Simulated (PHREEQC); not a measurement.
A solution holds 0.024 mol/kgw Pb(NO3)2, 0.022 mol/kgw NiCl2, 0.24 mol/kgw H2SO4 and 0.11 mol/kgw Na2SO4, at 20 °C. Closed to the air; pH follows from the charge balance.

All values are PHREEQC results (ion-association model, wateq4f.dat), not measurements.

| Item | Value |
|---|---|
| pH | 0.77 |
| ionic strength | 0.557 mol/kgw |
| activity of water | 0.985 |
| total alkalinity | -480 meq/kg |

```csv
species,molality,activity,log γ
HSO4-,0.257,0.170,-0.180
H+,0.223,0.170,-0.118
Na+,0.208,0.148,-0.149
SO4-2,0.0574,0.0114,-0.701
NO3-,0.0469,0.0284,-0.218
Cl-,0.0410,0.0262,-0.195
Ni+2,0.0139,0.00412,-0.527
NaSO4-,0.0119,0.00818,-0.163
PbSO4,0.0112,0.0127,0.056
NiSO4,0.00773,0.00878,0.056
```

Precipitation was switched off in this run. The solution is supersaturated, for example in Anglesite, so a real one may precipitate; this is no full list.
